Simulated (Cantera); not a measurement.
A perfectly stirred reactor is fed with CH₄ : H₂O : H₂ = 1 : 1.8 : 1.9 (molar parts), at 100000 Pa; it is held at 2125 K, and followed from long to short residence time.

Detailed kinetics in Cantera: GRI-Mech 3.0 (53 species, 325 reactions).

x: mole fraction; the columns are a selection and need not sum to one.

| τ (s) | x CH₄ | x H₂O | x H₂ | x C₂H₄ | x C₂H₂ | x C₂H |
|---|---|---|---|---|---|---|
| 0.75 | 0.000913 | 0.116 | 0.731 | … | 0.000190 | 2.23e-8 |
| 0.46 | 0.00136 | 0.117 | 0.730 | … | 0.000415 | 4.87e-8 |
| 0.28 | 0.00197 | 0.119 | 0.729 | … | 0.000863 | 1.01e-7 |
| 0.17 | 0.00280 | 0.122 | 0.726 | … | 0.00169 | 1.98e-7 |
| 0.10 | 0.00395 | 0.127 | 0.722 | … | 0.00320 | 3.76e-7 |
| 0.062 | 0.00526 | 0.133 | 0.717 | … | 0.00534 | 6.28e-7 |
| 0.038 | 0.00692 | 0.143 | 0.709 | … | 0.00848 | 1.00e-6 |
| 0.023 | 0.00902 | 0.155 | 0.699 | … | 0.0128 | 1.52e-6 |
| 0.014 | 0.0115 | 0.170 | 0.687 | … | 0.0182 | 2.16e-6 |
| 0.0084 | 0.0147 | 0.189 | 0.671 | … | 0.0246 | 2.94e-6 |

### Question
Fill in the missing entries.

### Answer

- 0.75, x C₂H₄: 7.02e-7
- 0.46, x C₂H₄: 1.53e-6
- 0.28, x C₂H₄: 3.21e-6
- 0.17, x C₂H₄: 6.32e-6
- 0.10, x C₂H₄: 1.21e-5
- 0.062, x C₂H₄: 2.06e-5
- 0.038, x C₂H₄: 3.37e-5
- 0.023, x C₂H₄: 5.30e-5
- 0.014, x C₂H₄: 7.96e-5
- 0.0084, x C₂H₄: 0.000117
